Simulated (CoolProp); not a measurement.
A Linde-Hampson liquefier for CF4 (R14): isothermal reversible compression at 280 K from 1 atm to 25 MPa, throttling to 1 atm, return gas leaving the recuperator 5 K below the feed. Each further row changes one setting.

Values from CoolProp's reference Helmholtz-energy equation of state, Platzer 1990. This equation is an older, rougher fit; its heat capacities, sound speeds and derivatives of the liquid may be far off and weren't checked against measurements.

```csv
case,liquid yield per pass,compression work (kJ/kg of gas)
as stated,___,126
high pressure 50 MPa,___,148
warm-end temperature 310 K,___,___
warm-end gap 10 K,0.319,126
```

Problem. Fill in the missing entries.

Solution. 
- as stated, liquid yield per pass: 0.330
- high pressure 50 MPa, liquid yield per pass: 0.323
- warm-end temperature 310 K, liquid yield per pass: 0.252
- warm-end temperature 310 K, compression work (kJ/kg of gas): 147
